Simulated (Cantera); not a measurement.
# Moist CO burnout

An isothermal, constant-pressure homogeneous reactor starts with 2.51 % CO, 0.956 % O2, 0.0135 % H2O, 96.5 % N2, equivalence ratio 1.3, at 1225 K and 5.00 bar.

Detailed kinetics in Cantera: GRI-Mech 3.0 (53 species, 325 reactions).

```csv
t (s),x CO,x O2,x H2O,x CO2,x OH,x NO2,x H2
0.000200,0.0251,0.00956,0.000135,2.49e-8,3.24e-11,<1e-12,<1e-12
0.000629,0.0251,0.00956,0.000135,1.15e-7,1.50e-10,<1e-12,1.12e-11
0.00198,0.0251,0.00956,0.000135,7.23e-7,7.85e-10,<1e-12,1.84e-10
0.00623,0.0251,0.00955,0.000135,1.29e-5,1.03e-8,<1e-12,8.60e-9
0.0196,0.0245,0.00924,0.000132,0.000639,1.30e-7,1.00e-10,1.98e-6
0.0617,0.0202,0.00712,0.000128,0.00492,2.34e-7,4.44e-9,5.94e-6
0.194,0.0105,0.00225,0.000128,0.0147,2.47e-7,2.34e-8,7.37e-6
0.612,0.00602,3.82e-7,0.000114,0.0193,1.14e-8,2.18e-11,2.24e-5
1.92,0.00602,6.15e-8,0.000113,0.0193,1.19e-9,3.72e-12,2.31e-5
6.06,0.00602,3.25e-8,0.000113,0.0193,7.27e-11,1.46e-12,2.32e-5
19.1,0.00602,2.83e-8,0.000113,0.0193,1.23e-11,<1e-12,2.32e-5
60.0,0.00602,2.12e-8,0.000113,0.0193,1.08e-11,<1e-12,2.33e-5
```
x: mole fraction; the columns are a selection and need not sum to one.

Equilibrium at this temperature and pressure: CO 0.00602, O2 <1e-12, H2O 0.000113, CO2 0.0193, OH 2.94e-11, NO2 <1e-12, H2 2.39e-5 (gas phase only).
